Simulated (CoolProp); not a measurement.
Dodecamethylcyclohexasiloxane (D6) along the isobar 1390 kPa: fugacity coefficient from the reference equation and from simpler models built on Tc = 372.6 °C, pc = 961.4 kPa, ω = 0.736; each cubic takes its own stable root.

Values from CoolProp's reference Helmholtz-energy equation of state, Colonna 2008. It is a short technical equation, of lower accuracy than the large ones.

| T (°C) | phase | reference | Redlich-Kwong | Soave-Redlich-Kwong | Peng-Robinson |
|---|---|---|---|---|---|
| 200.75 | liquid | 0.02848 | 0.09956 | 0.02933 | 0.02937 |
| 214.55 | liquid | 0.04056 | 0.1215 | 0.04201 | 0.04171 |
| 228.45 | liquid | 0.05624 | 0.1461 | 0.05858 | 0.05774 |
| 242.25 | liquid | 0.07577 | 0.1730 | 0.07936 | 0.07774 |
| 256.15 | liquid | 0.09981 | 0.2025 | 0.1051 | 0.1024 |
| 269.95 | liquid | 0.1283 | 0.2339 | 0.1358 | 0.1317 |
| 283.85 | liquid | 0.1619 | 0.2676 | 0.1721 | 0.1663 |
| 297.65 | liquid | 0.2000 | 0.3027 | 0.2135 | 0.2057 |
